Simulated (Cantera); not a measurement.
A Cantera script and what it prints.

```python
import numpy as np
import cantera as ct

gas_names = """
    B BH BH2 BH3 BN BO BO2 B2 B2O B2O2 B2O3 B3O3H3 H HBO HBO2 HNO HNO2 HNO3 HO2 H2 H2O H2O2 H3B3O6 N NH
    NH2 NH3 NH2OH NO NO2 NO3 N2 N2H2 N2H4 N2O O OH O2 O3
""".split()
cond_names = """
    B(b) B(L) BN(s) B2O3(L) B3O3H3(cr) H2O(s) H2O(L)
""".split()


# ... load() reads the species with a 1 bar reference pressure and builds the phases ...
atoms = {
    'borazine': {'B': 3, 'N': 3, 'H': 6},
    'O2': {'O': 2},
    'H2': {'H': 2},
}
top_T = {'BN(s)': 3200}  # K; cautious upper limits of use, not melting points


# ... equilibrate(T, P, feed) seeds the gas with the atoms and calls Mixture.equilibrate('TP', solver="vcs", rtol=1e-11, max_steps=5000) ...
results = []
feed = {'borazine': 1, 'O2': 0.12, 'H2': 0.14}  # mol
P = 23  # Pa
for T in [1448, 1498, 1548, 1598, 1648, 1698, 1748, 1798, 1848]:
    mix = equilibrate(T, P, feed)
    results.append((T, P, feed, dict(zip(mix.species_names, mix.species_moles))))
    x = sorted(zip(gas.X, gas.species_names), reverse=True)
    print(f"T = {T:g} K  P = {P:g} Pa  gas = {mix.phase_moles(0):.4g} mol")
    print("   x: " + "  ".join(f"{s} {v:.3e}" for v, s in x if v > 0.001))
    print("   condensed (mol): " + ("  ".join(f"{mix.phase(i).name} {mix.phase_moles(i):.4g}"
          for i in range(1, mix.n_phases) if mix.phase_moles(i) > 1e-12) or "none"))
```

Output:

```
T = 1448 K  P = 23 Pa  gas = 3.328 mol
   x: H2 9.296e-01  N2 2.806e-02  HBO 2.120e-02  B2O3 1.033e-02  HBO2 5.561e-03  B2O2 4.167e-03
   condensed (mol): BN(s) 2.813
T = 1498 K  P = 23 Pa  gas = 3.347 mol
   x: H2 9.214e-01  N2 3.048e-02  HBO 2.871e-02  B2O3 7.261e-03  B2O2 6.703e-03  HBO2 3.425e-03  H 1.088e-03
   condensed (mol): BN(s) 2.796
T = 1548 K  P = 23 Pa  gas = 3.366 mol
   x: H2 9.133e-01  HBO 3.533e-02  N2 3.263e-02  B2O2 8.979e-03  B2O3 4.143e-03  H 1.940e-03  HBO2 1.861e-03  BO 1.828e-03
   condensed (mol): BN(s) 2.78
T = 1598 K  P = 23 Pa  gas = 3.382 mol
   x: H2 9.065e-01  HBO 3.976e-02  N2 3.407e-02  B2O2 1.014e-02  H 3.342e-03  BO 3.336e-03  B2O3 1.929e-03
   condensed (mol): BN(s) 2.77
T = 1648 K  P = 23 Pa  gas = 3.395 mol
   x: H2 9.010e-01  HBO 4.187e-02  N2 3.476e-02  B2O2 1.008e-02  H 5.574e-03  BO 5.525e-03
   condensed (mol): BN(s) 2.764
T = 1698 K  P = 23 Pa  gas = 3.408 mol
   x: H2 8.955e-01  HBO 4.218e-02  N2 3.499e-02  B2O2 9.238e-03  H 9.023e-03  BO 8.523e-03
   condensed (mol): BN(s) 2.761
T = 1748 K  P = 23 Pa  gas = 3.425 mol
   x: H2 8.890e-01  HBO 4.115e-02  N2 3.498e-02  H 1.420e-02  BO 1.243e-02  B2O2 7.999e-03
   condensed (mol): BN(s) 2.76
T = 1798 K  P = 23 Pa  gas = 3.448 mol
   x: H2 8.803e-01  HBO 3.896e-02  N2 3.487e-02  H 2.178e-02  BO 1.722e-02  B2O2 6.581e-03
   condensed (mol): BN(s) 2.76
T = 1848 K  P = 23 Pa  gas = 3.511 mol
   x: H2 8.603e-01  N2 4.385e-02  HBO 3.538e-02  H 3.243e-02  BO 2.255e-02  B2O2 5.071e-03
   condensed (mol): B(b) 0.06652  BN(s) 2.692
```

Cantera equilibrium calculation (NASA polynomials, part measured and part estimated; ideal gas, pure solids and liquids). The feed counts by its element totals alone. Mutual solubility and eutectic melting of coexisting phases are not modelled. The tables' values for BH2 are old estimates; treat these amounts as uncertain.
